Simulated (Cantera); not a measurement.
Input: 1 mol Si₃N₄, 4 mol H₂, held at 2.70 mbar.

Equilibrium computed with Cantera from the NASA thermochemical tables; the gas is ideal and each condensed phase is pure. Candidate condensed phases: Si, Si₃N₄; 18 gas species. The tables' values for SiN are old estimates; treat these amounts as uncertain. Gases not in the tables: Si₂H₆ and higher silanes. The numbers say what is thermodynamically allowed, not how fast it happens. All values below are at 1727 °C.

Base state: H₂ 0.634, N₂ 0.323, H 0.0249, Si 0.0161, SiH 0.000453, Si₂ 0.000167, Si₂N 0.000163, SiN 0.000124 (mole fractions); condensed: Si(l).

Task: What changes in the equilibrium state with this change: pressure from 2.70 mbar to 0.150 bar?

Result: 
```tsv
species	before	after
H₂	0.634	0.663
N₂	0.323	0.333
H	0.0249	0.00342
Si	0.0161	0.000290
Si₃	3.58e-5	6.45e-7
Si₂	0.000167	3.01e-6
SiN	0.000124	1.69e-5
Si(l), mol	2.89	3.00
```
